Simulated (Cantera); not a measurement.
Thermodynamics of aluminium nitride and oxide growth, feed AlCl3 + H2O + N2

Feed: 1 mol AlCl3, 4.8 mol H2O, 1.1 mol N2, at 0.653 Torr.

Cantera equilibrium calculation (NASA polynomials, part measured and part estimated; ideal gas, pure solids and liquids). Candidate condensed phases: Al, AlCl3, AlN, Al2O3, H2O, NH4Cl; 45 gas species. The numbers say what is thermodynamically allowed, not how fast it happens.

```tsv
T (K)	log p H2O	log p HCl	log p N2	log p Cl	log p H2	log p H	log p OH	log p O2	n Al2O3(s)
1573	-3.41	-3.46	-3.89	-5.23	-5.44	-7.11	-6.53	-6.58	0.500
1623	-3.42	-3.47	-3.89	-5.09	-5.29	-6.80	-6.31	-6.38	0.500
1673	-3.42	-3.47	-3.89	-4.95	-5.14	-6.51	-6.11	-6.19	0.500
1723	-3.42	-3.48	-3.89	-4.82	-5.00	-6.24	-5.92	-6.02	0.500
1773	-3.42	-3.48	-3.89	-4.71	-4.88	-5.98	-5.74	-5.85	0.500
1823	-3.43	-3.49	-3.90	-4.60	-4.76	-5.74	-5.57	-5.70	0.500
1873	-3.43	-3.51	-3.90	-4.50	-4.64	-5.51	-5.41	-5.55	0.500
1923	-3.44	-3.52	-3.90	-4.40	-4.54	-5.30	-5.26	-5.41	0.500
1973	-3.45	-3.54	-3.91	-4.31	-4.44	-5.09	-5.13	-5.28	0.500
2023	-3.47	-3.56	-3.91	-4.24	-4.35	-4.90	-5.00	-5.16	0.500
2073	-3.49	-3.59	-3.92	-4.16	-4.27	-4.72	-4.88	-5.05	0.500
2123	-3.51	-3.62	-3.93	-4.10	-4.20	-4.55	-4.77	-4.95	0.499
```
log p: log10 of the partial pressure in bar; n: condensed amount in mol.

From 1573 K to 2123 K the condensed part is Al2O3(s). The main Al-bearing gas is AlOCl throughout.
